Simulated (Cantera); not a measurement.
An adiabatic, constant-volume homogeneous reactor starts with CH4 : O2 : N2 : CO2 = 1 : 1.18 : 5.76 : 0.47 (molar parts), equivalence ratio 1.7, at 1100 K and 15800 Torr.

Computed with Cantera and GRI-Mech 3.0 (53 species, 325 reactions). The pressure lies above the range GRI-Mech 3.0 was tuned for (to about 10 atm).

Q: Predict: time of steepest temperature rise; temperature at 0.200 s; equilibrium temperature; x(CH4) at 0.200 s; x(O2) at 0.200 s; x(CO2) at 0.200 s; x(O) at 0.200 s; x(N2O) at 0.200 s.

A: 
```
Item                                                                 Value
---------------------------------  ---------------------------------------
time of steepest temperature rise                                  11.9 ms
temperature at 0.200 s                                              2411 K
equilibrium temperature                                             2411 K
x(CH4) at 0.200 s                  2.39e-9 (gas-phase equilibrium 2.61e-9)
x(O2) at 0.200 s                   1.65e-6 (gas-phase equilibrium 1.65e-6)
x(CO2) at 0.200 s                    0.0456 (gas-phase equilibrium 0.0456)
x(O) at 0.200 s                    1.67e-6 (gas-phase equilibrium 1.67e-6)
x(N2O) at 0.200 s                  1.71e-8 (gas-phase equilibrium 1.71e-8)
```
